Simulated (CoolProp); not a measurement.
Vapour-liquid equilibrium of propylene (1) + R142b (2) at 1230 kPa; x and y are mole fractions of (1).

Values from CoolProp's multi-fluid Helmholtz-energy mixture model, Lemmon 2013 and Lemmon 2006; pair parameters Bell 2016.

```csv
x,"bubble temperature, mixture model (K)","bubble temperature, Raoult's law (K)","y, mixture model","y, Raoult's law"
0.05,344.1,344.0,0.106,0.127
0.2,333.7,334.0,0.374,0.418
0.35,324.8,325.6,0.569,0.616
0.5,317.5,318.5,0.710,0.755
0.65,311.5,312.3,0.815,0.855
0.8,306.5,306.9,0.900,0.929
0.95,302.1,302.2,0.975,0.984
```

The largest gap from Raoult's law is -1.0 K in bubble temperature, at x = 0.5. No azeotrope shows between x = 0.05 and 0.95.

The pair parameters rest on a limited set of measurements; away from them the model extrapolates.
